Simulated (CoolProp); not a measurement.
The numbers come from the reference Helmholtz-energy equation of state, Setzmann 1991 in CoolProp.

Task: For methane, give the phase and the speed of sound (m/s) at 137.35 °C and 4.76 MPa; 38.75 °C and 26.6 MPa.

Result: 
- 137.35 °C and 4.76 MPa: supercritical; speed of sound 519
- 38.75 °C and 26.6 MPa: supercritical; speed of sound 600
